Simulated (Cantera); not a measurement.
Cantera run:

```python
import numpy as np
import cantera as ct

gas_names = """
    AL ALH ALN AL2 H H2 N NH NH2 NH3 N2 N2H2 N2H4
""".split()
cond_names = """
    AL(cr) AL(L) ALN(s)
""".split()


# ... load() reads the species with a 1 bar reference pressure and builds the phases ...
atoms = {
    'AlN': {'AL': 1, 'N': 1},
    'H2': {'H': 2},
    'N2': {'N': 2},
}
top_T = {'ALN(s)': 2750}  # K; cautious upper limits of use, not melting points


# ... equilibrate(T, P, feed) seeds the gas with the atoms and calls Mixture.equilibrate('TP', solver="vcs", rtol=1e-11, max_steps=5000) ...
results = []
feed = {'AlN': 1, 'H2': 27, 'N2': 10}  # mol
T = 900  # K
P = 1.1  # Pa
mix = equilibrate(T, P, feed)
results.append((T, P, feed, dict(zip(mix.species_names, mix.species_moles))))
x = sorted(zip(gas.X, gas.species_names), reverse=True)
print(f"T = {T:g} K  P = {P:g} Pa  gas = {mix.phase_moles(0):.4g} mol")
print("   x: " + "  ".join(f"{s} {v:.3e}" for v, s in x if v > 1e-05))
print("   condensed (mol): " + ("  ".join(f"{mix.phase(i).name} {mix.phase_moles(i):.4g}"
      for i in range(1, mix.n_phases) if mix.phase_moles(i) > 1e-12) or "none"))
```

Result:

```
T = 900 K  P = 1.1 Pa  gas = 37 mol
   x: H2 7.297e-01  N2 2.703e-01
   condensed (mol): ALN(s) 1
```

Equilibrium computed with Cantera from the NASA thermochemical tables; the gas is ideal and each condensed phase is pure.
